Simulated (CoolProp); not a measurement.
A single-stage vapour-compression cycle with propylene: evaporating at 205.15 K (dew point), condensing at 271.15 K (bubble point), superheat 8 K, subcooling 5 K, compressor efficiency 0.7, no pressure losses. Each further row changes one setting.

The numbers come from the reference Helmholtz-energy equation of state, Lemmon 2013 in CoolProp.

```json
[
 {"case": "as stated", "cooling COP": "1.71", "pressure ratio": "15.2", "discharge temperature (K)": "351.4", "refrigerating effect (kJ/kg)": "334", "volumetric capacity (kJ/m³)": "290"},
 {"case": "evaporating temperature 210.15 K", "cooling COP": "1.93", "pressure ratio": "11.6", "discharge temperature (K)": "343.2", "refrigerating effect (kJ/kg)": "339", "volumetric capacity (kJ/m³)": "?"},
 {"case": "condensing temperature 266.15 K", "cooling COP": "1.89", "pressure ratio": "13.1", "discharge temperature (K)": "343.2", "refrigerating effect (kJ/kg)": "345", "volumetric capacity (kJ/m³)": "?"},
 {"case": "subcooling 10 K", "cooling COP": "1.77", "pressure ratio": "15.2", "discharge temperature (K)": "351.4", "refrigerating effect (kJ/kg)": "345", "volumetric capacity (kJ/m³)": "300"},
 {"case": "superheat 18 K", "cooling COP": "?", "pressure ratio": "15.2", "discharge temperature (K)": "?", "refrigerating effect (kJ/kg)": "346", "volumetric capacity (kJ/m³)": "287"},
 {"case": "compressor efficiency 0.6", "cooling COP": "1.46", "pressure ratio": "15.2", "discharge temperature (K)": "?", "refrigerating effect (kJ/kg)": "334", "volumetric capacity (kJ/m³)": "290"}
]
```

Task: What belongs in the gaps?

Result: 
- evaporating temperature 210.15 K, volumetric capacity (kJ/m³): 381
- condensing temperature 266.15 K, volumetric capacity (kJ/m³): 301
- superheat 18 K, cooling COP: 1.69
- superheat 18 K, discharge temperature (K): 363.2
- compressor efficiency 0.6, discharge temperature (K): 369.2
